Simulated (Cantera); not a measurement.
Feed: 1 mol TEOS, 0.45 mol N2O, equilibrated at 94.0 Pa.

Equilibrium computed with Cantera from the NASA thermochemical tables; the gas is ideal and each condensed phase is pure. Candidate condensed phases: C, C6H6, C7H8, C8H18, H2O, Si, SiC, SiO2, Si2N2O, Si3N4; 151 gas species. The feed counts by its element totals alone. Rates play no part. All values below are at 600 K.

Base state: H2 0.725, H2O 0.129, CO2 0.0468, CH4 0.0467, N2 0.0427, CO 0.00930 (mole fractions); condensed: C(graphite) + SiO2(α-quartz).

Task: What changes in the equilibrium state with this change: TEOS replaced by SiH4?

Result: 
```
species               before  after
-------------------  -------  -----
H2                     0.725   1.00
N2                    0.0427  <1e-9
H2O                    0.129  <1e-9
CO2                   0.0468      0
CH4                   0.0467      0
CO                   0.00930      0
C(graphite), mol        6.92      0
SiO2(α-quartz), mol     1.00      0
Si(s), mol                 0  0.100
Si2N2O(s), mol             0  0.450
```
